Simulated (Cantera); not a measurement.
A closed system holds: 1 mol Si, 1.4 mol HBr, 0.38 mol N₂, held at 925 K and 750 Torr.

Cantera equilibrium calculation (NASA polynomials, part measured and part estimated; ideal gas, pure solids and liquids). Candidate condensed phases: Br₂, Si, Si₃N₄; 28 gas species. N₂ is the only nitrogen source here; it is nearly inert below about 1500 K, so the nitride shown seldom forms there in practice. The tables' values for SiBr₃ are old estimates; treat these amounts as uncertain. Equilibrium is a limit: real reactors are often held back by kinetics, nucleation or transport.

Base state: H₂ 0.646, SiBr₄ 0.307, SiHBr₃ 0.0318, HBr 0.0129, SiH₂Br₂ 0.00155, SiBr₃ 0.000388, SiBr₂ 0.000225, SiH₃Br 2.68e-5 (mole fractions); condensed: Si(s) + Si₃N₄(s).

Task: What changes in the equilibrium state with this change: pressure from 750 Torr to 1.43 Torr?

Result: 
| species | before | after |
|---|---|---|
| H₂ | 0.646 | 0.622 |
| SiBr₄ | 0.307 | 0.304 |
| HBr | 0.0129 | 0.0604 |
| SiHBr₃ | 0.0318 | 0.00647 |
| SiH₃Br | 2.68e-5 | 2.30e-7 |
| SiH₂Br₂ | 0.00155 | 6.49e-5 |
| Si(s), mol | 0.0740 | 0.0911 |
| Si₃N₄(s), mol | 0.190 | 0.190 |
